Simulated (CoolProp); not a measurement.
C3F8 (R218) along the isotherm 440 K: density (kg/m³) from the reference equation and from simpler models built on Tc = 345.0 K, pc = 2640 kPa, ω = 0.317; each cubic takes its own stable root.

The numbers come from the reference Helmholtz-energy equation of state, Lemmon 2006 in CoolProp. It is a short technical equation, of lower accuracy than the large ones.

| p (kPa) | phase | reference | ideal gas | van der Waals | Redlich-Kwong | Soave-Redlich-Kwong | Peng-Robinson |
|---|---|---|---|---|---|---|---|
| 20.9 | gas | 1.075 | 1.074 | 1.076 | 1.076 | 1.075 | 1.076 |
| 42.9 | gas | 2.210 | 2.205 | 2.211 | 2.211 | 2.210 | 2.211 |
| 88 | gas | 4.543 | 4.523 | 4.547 | 4.548 | 4.543 | 4.547 |
| 181 | gas | 9.388 | 9.302 | 9.407 | 9.409 | 9.388 | 9.407 |
| 371 | gas | 19.43 | 19.07 | 19.52 | 19.52 | 19.43 | 19.51 |
| 762 | gas | 40.76 | 39.16 | 41.14 | 41.14 | 40.73 | 41.07 |
| 1570 | gas | 87.88 | 80.69 | 89.89 | 89.67 | 87.59 | 89.10 |
| 3210 | supercritical | 198.9 | 165.0 | 213.0 | 208.0 | 195.5 | 202.2 |
| 6600 | supercritical | 486.3 | 339.2 | 557.5 | 527.4 | 455.6 | 482.0 |
